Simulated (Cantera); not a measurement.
A perfectly stirred reactor is fed with 45.5 % NO, 54.5 % N₂, at 1.50 bar; it is held at 1925 K, and followed from long to short residence time.

Computed with Cantera and GRI-Mech 3.0 (53 species, 325 reactions).

x: mole fraction; the columns are a selection and need not sum to one.

```
τ (s)         x NO       x N₂O   x N₂       x NO₂         x O
------  ----------  ----------  -----  ----------  ----------
4.0          0.136     8.40e-6  0.705    0.000285    0.000122
1.3     (withheld)  (withheld)  0.657    0.000408  (withheld)
0.42         0.332     4.97e-5  0.607    0.000443     7.84e-5
0.14         0.401     7.35e-5  0.572    0.000373     5.54e-5
0.046        0.435     8.67e-5  0.555  (withheld)  (withheld)
0.015        0.448     9.06e-5  0.549    0.000224     3.08e-5
0.0049       0.452     8.71e-5  0.547    0.000190     2.63e-5
0.0016       0.454     7.44e-5  0.546    0.000154     2.17e-5
```

Question: Complete the blanks.

Answer: 
- 1.3, x NO: 0.231
- 1.3, x N₂O: 2.39e-5
- 1.3, x O: 0.000103
- 0.046, x NO₂: 0.000283
- 0.046, x O: 3.94e-5
